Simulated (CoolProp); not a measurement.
The fluid at 298.15 K and 0.437 MPa is throttled through a valve to 0.292 MPa with no heat exchange. The same conditions are run with several fluids, on thermodynamics alone (safety and materials aside).

The numbers come from the reference Helmholtz-energy equation of state of each fluid (dimethyl ether: Wu 2011; normal hydrogen: Leachman 2009; R407C: Lemmon 2003; CF4 (R14): Platzer 1990; chlorine: Thol 2021) in CoolProp. The equations of Platzer and Polt are older, rougher fits. Blends and air are pseudo-pure fits.

**Question.** Rank dimethyl ether, normal hydrogen, R407C, CF4 (R14), chlorine by temperature change (K), highest first.

**Answer.** normal hydrogen (+0.0), CF4 (R14) (-0.8), R407C (-3.1), dimethyl ether (-3.7), chlorine (-4.4)

```csv
fluid,final density (kg/m³)
dimethyl ether,5.83
normal hydrogen,0.237
R407C,10.8
CF4 (R14),10.5
chlorine,8.83
```
